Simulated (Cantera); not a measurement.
Formation from one mole of O₂

Cantera with NASA thermochemical tables; ideal gases at 1 bar, condensed phases pure. Values are per mole of reaction as written; species without (g) are pure solids or liquids, kept so even where they would boil at 1 bar.

C + O₂(g) = CO₂(g)

| T (K) | ΔH° (kJ) | ΔS° (J/K) | ΔG° (kJ) | log10 K |
|---|---|---|---|---|
| 300 | -393.5 | 2.9 | -394.4 | 68.67 |
| 1698 | -396.1 | 0.1 | -396.3 | 12.19 |
| 1748 | -396.2 | 0.1 | -396.3 | 11.84 |
| 1798 | -396.3 | 0.0 | -396.3 | 11.51 |
| 1848 | -396.5 | -0.1 | -396.3 | 11.20 |
| 1898 | -396.6 | -0.1 | -396.3 | 10.91 |
| 1948 | -396.7 | -0.2 | -396.3 | 10.63 |
| 1998 | -396.8 | -0.3 | -396.3 | 10.36 |
| 2048 | -397.0 | -0.3 | -396.3 | 10.11 |
| 2098 | -397.1 | -0.4 | -396.2 | 9.87 |
| 2148 | -397.2 | -0.5 | -396.2 | 9.64 |
| 2198 | -397.4 | -0.5 | -396.2 | 9.42 |

2 Pb + O₂(g) = 2 PbO(g)

```tsv
T (K)	ΔH° (kJ)	ΔS° (J/K)	ΔG° (kJ)	log10 K	condensed phases
300	140.6	145.2	97.0	-16.89	Pb(s)
1698	104.3	96.3	-59.3	1.82	Pb(l)
1748	103.4	95.8	-64.1	1.91	Pb(l)
1798	102.4	95.2	-68.8	2.00	Pb(l)
1848	101.5	94.7	-73.6	2.08	Pb(l)
1898	100.5	94.2	-78.3	2.15	Pb(l)
1948	99.6	93.7	-83.0	2.23	Pb(l)
1998	98.6	93.2	-87.7	2.29	Pb(l)
2048	97.7	92.8	-92.3	2.35	Pb(l)
2098	96.7	92.3	-97.0	2.41	Pb(l)
2148	95.7	91.8	-101.6	2.47	Pb(l)
2198	94.7	91.4	-106.1	2.52	Pb(l)
```

Zr + O₂(g) = ZrO₂(g)

```csv
T (K),ΔH° (kJ),ΔS° (J/K),ΔG° (kJ),log10 K,condensed phases
300,-286.2,29.7,-295.1,51.38,Zr(α)
1698,-301.5,12.9,-323.5,9.95,Zr(β)
1748,-302.1,12.6,-324.1,9.69,Zr(β)
1798,-302.7,12.3,-324.8,9.43,Zr(β)
1848,-303.3,11.9,-325.4,9.20,Zr(β)
1898,-304.0,11.6,-326.0,8.97,Zr(β)
1948,-304.6,11.2,-326.5,8.76,Zr(β)
1998,-305.3,10.9,-327.1,8.55,Zr(β)
2048,-306.1,10.5,-327.6,8.36,Zr(β)
2098,-306.9,10.1,-328.1,8.17,Zr(β)
2148,-328.7,-0.1,-328.4,7.99,Zr(l)
2198,-329.8,-0.7,-328.4,7.80,Zr(l)
```

2 H₂(g) + O₂(g) = 2 H₂O(g)

```
T (K)  ΔH° (kJ)  ΔS° (J/K)  ΔG° (kJ)  log10 K
-----  --------  ---------  --------  -------
300      -483.7      -89.0    -457.0    79.57
1698     -501.5     -115.2    -306.0     9.41
1748     -501.8     -115.3    -300.2     8.97
1798     -502.0     -115.4    -294.4     8.55
1848     -502.2     -115.5    -288.7     8.16
1898     -502.4     -115.6    -282.9     7.78
1948     -502.5     -115.7    -277.1     7.43
1998     -502.7     -115.8    -271.3     7.09
2048     -502.8     -115.9    -265.5     6.77
2098     -502.9     -115.9    -259.7     6.47
2148     -503.1     -116.0    -253.9     6.17
2198     -503.2     -116.0    -248.1     5.90
```
